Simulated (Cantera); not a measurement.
Feed: 1 mol MgCO3, 0.027 mol H2O, 0.12 mol H2, at 850 K.

Equilibrium computed with Cantera from the NASA thermochemical tables; the gas is ideal and each condensed phase is pure. Candidate condensed phases: C, C6H6, C7H8, C8H18, H2O, Mg, MgCO3, MgO, Mg(OH)2; 116 gas species. The numbers say what is thermodynamically allowed, not how fast it happens.

Q: At 1000000 Pa, list the 4 most abundant gas species with their mole fractions, and the condensed phases.

A: CO2 0.812, H2O 0.0999, CO 0.0614, H2 0.0231. Condensed: C(graphite) + MgO(s).
